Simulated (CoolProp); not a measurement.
A closed Brayton cycle with carbon dioxide: compressor inlet 306.15 K and 8 MPa, high pressure 22.9 MPa, turbine inlet 755 K, compressor efficiency 0.89, turbine efficiency 0.9, recuperator effectiveness 0.9 (on enthalpy, no pinch check). Each further row changes one setting.

Computed with CoolProp (reference Helmholtz-energy equation of state, Span 1996).

| case | thermal efficiency (%) | net work (kJ/kg) | compressor to turbine work | compressor exit (K) | turbine exit (K) |
|---|---|---|---|---|---|
| as stated | 33.5 | 99.4 | 0.20 | 338.1 | 636.2 |
| turbine inlet 705 K | 31.8 | [?] | [?] | 338.1 | 590.6 |
| compressor inlet 316.15 K | [?] | 77.5 | [?] | 396.3 | 636.2 |
| high pressure 19.5 MPa | 31.4 | 87.2 | 0.18 | 332.6 | [?] |
| recuperator effectiveness 0.5 | 22.6 | 99.4 | 0.20 | 338.1 | 636.2 |

### Question
Complete the blanks.

### Answer

- turbine inlet 705 K, net work (kJ/kg): 89.6
- turbine inlet 705 K, compressor to turbine work: 0.21
- compressor inlet 316.15 K, thermal efficiency (%): 32.4
- compressor inlet 316.15 K, compressor to turbine work: 0.37
- high pressure 19.5 MPa, turbine exit (K): 653.9
